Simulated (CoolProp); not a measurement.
Vapour-liquid equilibrium of propane (1) + isohexane (2) at 0.303 MPa; x and y are mole fractions of (1).

Model: multi-fluid Helmholtz-energy mixture model, Lemmon 2009 and Lemmon 2006; pair parameters Bell 2016, in CoolProp.

| x | bubble temperature, mixture model (°C) | bubble temperature, Raoult's law (°C) | y, mixture model | y, Raoult's law |
|---|---|---|---|---|
| 0.05 | [?] | 76.4 | 0.385 | 0.483 |
| 0.125 | 58.5 | 53.6 | [?] | 0.764 |
| 0.2 | [?] | 38.5 | [?] | 0.873 |
| 0.275 | 30.1 | 27.7 | 0.905 | 0.925 |
| 0.35 | 21.1 | 19.4 | 0.940 | 0.952 |
| 0.425 | 14.0 | 12.9 | 0.960 | 0.968 |
| 0.5 | 8.3 | 7.5 | 0.973 | 0.979 |
| 0.575 | 3.6 | 3.0 | 0.981 | 0.985 |
| 0.65 | -0.4 | -0.9 | 0.987 | 0.990 |
| 0.725 | -3.9 | -4.3 | 0.991 | 0.993 |
| 0.8 | -6.9 | -7.3 | 0.994 | 0.996 |
| 0.875 | [?] | -10.0 | 0.997 | 0.998 |
| 0.95 | [?] | -12.4 | 0.999 | 0.999 |

Question: What belongs in the gaps?

Answer: 
- 0.05, bubble temperature, mixture model (°C): 81.0
- 0.125, y, mixture model: 0.699
- 0.2, bubble temperature, mixture model (°C): 42.1
- 0.2, y, mixture model: 0.838
- 0.875, bubble temperature, mixture model (°C): -9.7
- 0.95, bubble temperature, mixture model (°C): -12.3

The largest gap from Raoult's law is +4.9 K in bubble temperature, at x = 0.125. No azeotrope shows between x = 0.05 and 0.95.

Pair parameters are fitted to limited data, so mixtures are less certain than the pure fluids.
